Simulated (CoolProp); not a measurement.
Vapour-liquid equilibrium of ethylene (1) + propane (2) at 166.8 K; x and y are mole fractions of (1).

The numbers come from the multi-fluid Helmholtz-energy mixture model, Smukala 2000 and Lemmon 2009; pair parameters Bell 2016 in CoolProp.

| x | bubble pressure, mixture model (MPa) | bubble pressure, Raoult's law (MPa) | y, mixture model | y, Raoult's law |
|---|---|---|---|---|
| 0.05 | 0.006831 | 0.005907 | 0.770 | 0.735 |
| 0.2 | 0.02200 | 0.01868 | 0.939 | 0.929 |
| 0.35 | 0.03596 | 0.03146 | 0.969 | 0.966 |
| 0.5 | 0.04846 | 0.04423 | 0.981 | 0.981 |
| 0.65 | 0.05987 | 0.05701 | 0.989 | 0.990 |
| 0.8 | 0.07092 | 0.06978 | 0.994 | 0.995 |
| 0.95 | 0.08259 | 0.08256 | 0.998 | 0.999 |

The largest gap from Raoult's law is +17.8 % in bubble pressure, at x = 0.2. No azeotrope shows between x = 0.05 and 0.95.

The pair parameters rest on a limited set of measurements; away from them the model extrapolates.
